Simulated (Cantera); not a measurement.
# Equilibrium for silicon nitride deposition: SiCl₄ + NH₃ + H₂

Input: 1 mol SiCl₄, 20 mol NH₃, 9.2 mol H₂, at 5.40 Pa.

Cantera equilibrium calculation (NASA polynomials, part measured and part estimated; ideal gas, pure solids and liquids). Candidate condensed phases: NH₄Cl, Si, Si₃N₄; 28 gas species. The tables' values for SiCl, SiCl₃, SiN are old estimates; treat these amounts as uncertain. Equilibrium is a limit: real reactors are often held back by kinetics, nucleation or transport.

From 927 °C to 1152 °C the condensed part is Si₃N₄(s). From 1227 °C to 1377 °C the condensed part is Si(s). From 1452 °C to 1677 °C nothing is condensed. The main Si-bearing gas is SiCl₂ at 927 °C and Si at 1677 °C.

```
T (°C)  log p H₂  log p N₂  log p H  log p HCl  log p Si  log p SiCl₂  n Si₃N₄(s)  n Si(s)
------  --------  --------  -------  ---------  --------  -----------  ----------  -------
927        -4.40     -5.00    -8.91      -5.37    -13.55        -7.67       0.327        0
1002       -4.40     -5.00    -8.33      -5.39    -11.78        -7.03       0.304        0
1077       -4.40     -4.99    -7.82      -5.44    -10.21        -6.53       0.240        0
1152       -4.40     -4.99    -7.36      -5.53     -8.80        -6.19       0.130        0
1227       -4.40     -4.98    -6.95      -5.54     -7.98        -6.18           0    0.354
1302       -4.40     -4.98    -6.58      -5.55     -7.24        -6.17           0    0.287
1377       -4.41     -4.98    -6.24      -5.56     -6.57        -6.17           0   0.0536
1452       -4.42     -4.99    -5.94      -5.51     -6.28        -6.34           0        0
1527       -4.43     -4.99    -5.66      -5.47     -6.13        -6.64           0        0
1602       -4.45     -5.00    -5.41      -5.46     -6.06        -7.04           0        0
1677       -4.48     -5.01    -5.18      -5.48     -6.04        -7.50           0        0
```
log p: log10 of the partial pressure in bar; n: condensed amount in mol.
